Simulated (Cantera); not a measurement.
**Hydrocarbon pyrolysis for carbon deposition**

An isothermal, constant-pressure homogeneous reactor starts with C2H6 : N2 = 1 : 120 (molar parts), at 1350 K and 0.987 atm.

Model: GRI-Mech 3.0 (53 species, 325 reactions), integrated in Cantera. GRI-Mech 3.0 stops at C3 and has no aromatics, soot or wall deposition, so with more carbon than oxygen in the feed, carbon stays in small species such as C2H2 where larger ones or solid carbon would form.

| t (s) | x C2H6 | x CH4 | x H2 | x CH2 | x C2H4 | x HCN | x CH3 |
|---|---|---|---|---|---|---|---|
| 2.00e-6 | 0.00826 | 3.28e-9 | 7.33e-10 | <1e-12 | 9.28e-10 | <1e-12 | 1.27e-6 |
| 8.60e-6 | 0.00826 | 6.02e-8 | 2.84e-8 | 1.32e-11 | 4.24e-8 | <1e-12 | 5.42e-6 |
| 3.69e-5 | 0.00825 | 1.08e-6 | 2.14e-6 | 9.45e-10 | 2.49e-6 | <1e-12 | 2.21e-5 |
| 0.000159 | 0.00809 | 1.73e-5 | 0.000117 | 2.66e-8 | 0.000124 | 1.11e-9 | 6.76e-5 |
| 0.000682 | 0.00682 | 0.000155 | 0.00125 | 4.78e-8 | 0.00127 | 1.54e-8 | 8.36e-5 |
| 0.00293 | 0.00283 | 0.000715 | 0.00517 | 3.03e-8 | 0.00444 | 3.00e-8 | 5.11e-5 |
| 0.0126 | 0.000124 | 0.00126 | 0.00988 | 2.02e-9 | 0.00433 | 3.63e-8 | 9.00e-6 |
| 0.0541 | 3.06e-6 | 0.00131 | 0.0118 | 5.52e-11 | 0.00256 | 3.64e-8 | 1.45e-6 |
| 0.233 | 3.75e-7 | 0.00132 | 0.0130 | 9.56e-12 | 0.00132 | 3.64e-8 | 6.07e-7 |
| 1.00 | 1.75e-7 | 0.00131 | 0.0141 | 6.57e-12 | 0.000255 | 3.64e-8 | 5.07e-7 |
x: mole fraction; the columns are a selection and need not sum to one.

Equilibrium at this temperature and pressure: C2H6 1.22e-8, CH4 0.000331, H2 0.0157, CH2 1.60e-12, C2H4 2.51e-5, HCN 0.0137, CH3 1.25e-7 (gas phase only).
